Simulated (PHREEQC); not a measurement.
Solution (25 °C): 0.0012 mol/kgw NaBF4. Closed to the air; pH follows from the charge balance.

Computed with PHREEQC (ion-association model, phreeqc.dat).

Precipitation was switched off in this run.

**Question.** Predict the pH, ionic strength.

**Answer.** pH 3.12; ionic strength 0.00199 mol/kgw.

**Question.** In which forms is F present?

**Answer.** HF 35 %, F- 32 %, BF4- 26 %, BF3OH- 4.3 %, BF2(OH)2- 2.3 % of the F.

Real BF4- forms and hydrolyses slowly; the run takes it at equilibrium.
